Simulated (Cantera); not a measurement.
## Equilibrium for thermal oxidation and active oxidation of silicon: Si + N2O + N2

Charge: 1 mol Si, 0.13 mol N2O, 910 mol N2.

These are equilibrium values from Cantera (NASA tables, ideal gas, pure condensed phases), not measurements of a reactor. Candidate condensed phases: Si, SiO2, Si2N2O, Si3N4; 16 gas species. Mutual solubility and eutectic melting of coexisting phases are not modelled. Rates play no part.

Stable condensed phases:

```
T in K \ P in Pa
            0.10    0.60     3.6      22     130     770    4600   28000  170000 1000000
   2200        A       A       A       A       A       A       A       A       B       C
   2150        A       A       A       A       A       A       A       A       C       C
   2100        A       A       A       A       A       A       A       B       C       C
   2050        A       A       A       A       A       A       A       B       C       C
   2000        A       A       A       A       A       A       A       C       C       D
   1950        A       A       A       A       A       A       B       C       C       D
   1900        A       A       A       A       A       A       C       C       C       D
   1850        A       A       A       A       A       A       C       C       D       D
   1800        A       A       A       A       A       B       C       C       D       D
   1750        A       A       A       A       A       C       C       D       D       D
   1700        A       A       A       A       B       C       C       D       D       D
   1650        A       A       A       A       C       C       D       D       D       D
   1600        A       A       A       B       C       C       D       D       D       D
```

A: gas only; B: Si; C: Si3N4; D: Si2N2O + Si3N4.
